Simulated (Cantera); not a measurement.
An isothermal, constant-pressure homogeneous reactor starts with C2H6 : H2 = 1 : 31 (molar parts), at 1275 K and 1.00 atm.

Model: GRI-Mech 3.0 (53 species, 325 reactions), integrated in Cantera. GRI-Mech 3.0 stops at C3 and has no aromatics, soot or wall deposition, so with more carbon than oxygen in the feed, carbon stays in small species such as C2H2 where larger ones or solid carbon would form.

Predict: x(C2H6) at 5.00 s; x(H2) at 5.00 s; x(C2H2) at 5.00 s; x(CH4) at 5.00 s; x(CH3) at 5.00 s.

x(C2H6) at 5.00 s: 6.16e-5 (gas-phase equilibrium 4.93e-6)
x(H2) at 5.00 s: 0.939 (gas-phase equilibrium 0.938)
x(C2H2) at 5.00 s: 0.000330 (gas-phase equilibrium 2.10e-5)
x(CH4) at 5.00 s: 0.0593 (gas-phase equilibrium 0.0623)
x(CH3) at 5.00 s: 1.80e-6 (gas-phase equilibrium 9.25e-7)
